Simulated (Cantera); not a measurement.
An isothermal, constant-pressure homogeneous reactor starts with H₂ : O₂ : N₂ = 1.1 : 1 : 3.6 (molar parts), equivalence ratio 0.55, at 1000 K and 750 Torr.

Cantera simulation using GRI-Mech 3.0 (53 species, 325 reactions); the numbers are that mechanism's predictions, not measurements. The temperature is held fixed by assumption; the heat of reaction is taken as removed at once.

x: mole fraction; the columns are a selection and need not sum to one.

```json
[
 {"t (s)": "0.000300", "x H₂": "0.160", "x O₂": "0.161", "x H": "0.00456", "x N₂O": "1.75e-9", "x O": "0.000839"},
 {"t (s)": "0.000754", "x H₂": "0.0605", "x O₂": "0.115", "x H": "1.08e-6", "x N₂O": "1.09e-8", "x O": "4.37e-7"},
 {"t (s)": "0.00189", "x H₂": "0.0602", "x O₂": "0.115", "x H": "8.72e-7", "x N₂O": "1.10e-8", "x O": "3.47e-7"},
 {"t (s)": "0.00475", "x H₂": "0.0592", "x O₂": "0.114", "x H": "1.35e-6", "x N₂O": "1.12e-8", "x O": "5.32e-7"},
 {"t (s)": "0.0119", "x H₂": "0.0548", "x O₂": "0.112", "x H": "[?]", "x N₂O": "[?]", "x O": "8.41e-7"},
 {"t (s)": "0.0300", "x H₂": "0.0421", "x O₂": "0.106", "x H": "1.84e-6", "x N₂O": "1.49e-8", "x O": "8.66e-7"},
 {"t (s)": "0.0754", "x H₂": "0.0219", "x O₂": "0.0972", "x H": "9.57e-7", "x N₂O": "2.11e-8", "x O": "6.97e-7"},
 {"t (s)": "0.189", "x H₂": "0.00520", "x O₂": "0.0897", "x H": "2.00e-7", "x N₂O": "3.22e-8", "x O": "3.69e-7"},
 {"t (s)": "0.475", "x H₂": "0.000697", "x O₂": "0.0877", "x H": "1.15e-8", "x N₂O": "4.08e-8", "x O": "5.26e-8"},
 {"t (s)": "1.19", "x H₂": "[?]", "x O₂": "0.0874", "x H": "7.25e-10", "x N₂O": "4.31e-8", "x O": "[?]"},
 {"t (s)": "3.00", "x H₂": "2.97e-5", "x O₂": "0.0874", "x H": "7.40e-11", "x N₂O": "4.34e-8", "x O": "4.81e-10"}
]
```

Task: Fill in the missing entries.

Result: 
- 0.0119, x H: 2.08e-6
- 0.0119, x N₂O: 1.21e-8
- 1.19, x H₂: 0.000131
- 1.19, x O: 4.39e-9
